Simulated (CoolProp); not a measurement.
The fluid at 304.09 K and 0.93 MPa flows at 0.32 m/s in a round tube of 6 mm bore and 45 µm roughness, fully developed (64/Re and Nu = 3.66 if laminar; Colebrook and Gnielinski if turbulent). The same conditions are run with several fluids, on thermodynamics alone (safety and materials aside).

The numbers come from the reference Helmholtz-energy equation of state of each fluid (propane: Lemmon 2009; oxygen: Schmidt 1985; R410A: Lemmon 2003; R13: Platzer 1990) in CoolProp. The equations of Platzer and Polt are older, rougher fits. Blends and air are pseudo-pure fits.

```csv
fluid,Reynolds number,Darcy friction factor,pressure drop (Pa/m),heat-transfer coefficient (W/(m² K)),mass flow (kg/h)
propane,4400,(withheld),7.59,60.4,0.629
oxygen,1080,0.0593,5.99,16.6,0.385
R410A,(withheld),0.0462,12.0,(withheld),0.990
R13,(withheld),(withheld),15.9,49.6,1.37
```

Task: Complete the blanks.

Result: 
- propane, Darcy friction factor: 0.0461
- R410A, Reynolds number: 4340
- R410A, heat-transfer coefficient (W/(m² K)): 45.8
- R13, Reynolds number: 5440
- R13, Darcy friction factor: 0.0443

Above 300 K oxygen's equation is extrapolated.

Transport values come from each fluid's own correlations; those of R13 are estimates that may be off by 10 % or more.
